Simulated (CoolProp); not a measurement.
A closed Brayton cycle with carbon dioxide: compressor inlet 308.15 K and 9.1 MPa, high pressure 26.9 MPa, turbine inlet 940 K, compressor efficiency 0.85, turbine efficiency 0.93, recuperator effectiveness 0 (on enthalpy, no pinch check). Each further row changes one setting.

Values from CoolProp's reference Helmholtz-energy equation of state, Span 1996.

```csv
case,thermal efficiency (%),net work (kJ/kg),compressor to turbine work,compressor exit (K),turbine exit (K)
as stated,16.5,140,0.17,339.5,795.0
turbine inlet 890 K,16.5,(withheld),(withheld),339.5,750.0
compressor inlet 318.15 K,16.7,(withheld),(withheld),(withheld),795.0
high pressure 22.9 MPa,(withheld),123,0.15,(withheld),815.8
recuperator effectiveness 0.5,24.4,140,0.17,339.5,795.0
```

Question: What belongs in the gaps?

Answer: 
- turbine inlet 890 K, net work (kJ/kg): 131
- turbine inlet 890 K, compressor to turbine work: 0.18
- compressor inlet 318.15 K, net work (kJ/kg): 125
- compressor inlet 318.15 K, compressor to turbine work: 0.26
- compressor inlet 318.15 K, compressor exit (K): 388.4
- high pressure 22.9 MPa, thermal efficiency (%): 14.3
- high pressure 22.9 MPa, compressor exit (K): 334.0
